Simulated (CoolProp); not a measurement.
A Linde-Hampson liquefier for carbon monoxide: isothermal reversible compression at 300 K from 1 atm to 15 MPa, throttling to 1 atm, return gas leaving the recuperator 2 K below the feed. Each further row changes one setting.

The numbers come from the reference Helmholtz-energy equation of state, Lemmon 2006 in CoolProp. It is a short technical equation, of lower accuracy than the large ones.

```json
[
 {"case": "as stated", "liquid yield per pass": "(withheld)", "compression work (kJ/kg of gas)": "444"},
 {"case": "high pressure 30 MPa", "liquid yield per pass": "(withheld)", "compression work (kJ/kg of gas)": "(withheld)"},
 {"case": "warm-end temperature 330 K", "liquid yield per pass": "(withheld)", "compression work (kJ/kg of gas)": "491"},
 {"case": "warm-end gap 7 K", "liquid yield per pass": "0.055", "compression work (kJ/kg of gas)": "444"}
]
```

### Question
Complete the blanks.

### Answer

- as stated, liquid yield per pass: 0.066
- high pressure 30 MPa, liquid yield per pass: 0.097
- high pressure 30 MPa, compression work (kJ/kg of gas): 509
- warm-end temperature 330 K, liquid yield per pass: 0.048
